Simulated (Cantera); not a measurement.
Input: 1 mol MgSO₄, 1.5 mol H₂, 0.093 mol H₂O, equilibrated at 10.0 Torr.

Cantera equilibrium calculation (NASA polynomials, part measured and part estimated; ideal gas, pure solids and liquids). Candidate condensed phases: H₂O, H₂SO₄, Mg, MgO, Mg(OH)₂, MgS, MgSO₄, S; 26 gas species. Gases not in the tables: S₃ to S₇. The numbers say what is thermodynamically allowed, not how fast it happens.

Task: At 502 °C, list the 5 most abundant gas species with their mole fractions, and the condensed phases.

Result: H₂O 0.624, SO₂ 0.318, S₂ 0.0310, H₂S 0.0256, S₂O 0.000947. Condensed: MgO(s).
